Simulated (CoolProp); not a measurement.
A Linde-Hampson liquefier for dry air: isothermal reversible compression at 290 K from 1 atm to 15 MPa, throttling to 1 atm, return gas leaving the recuperator 0 K below the feed. Each further row changes one setting.

Model: reference Helmholtz-energy equation of state, Lemmon 2000, in CoolProp. It is a pseudo-pure fit of the blend.

```
case                        liquid yield per pass  compression work (kJ/kg of gas)
--------------------------  ---------------------  -------------------------------
as stated                                   0.073                              413
high pressure 30 MPa                        0.109                              473
warm-end temperature 320 K                  0.054                              459
warm-end gap 5 K                            0.062                              413
```
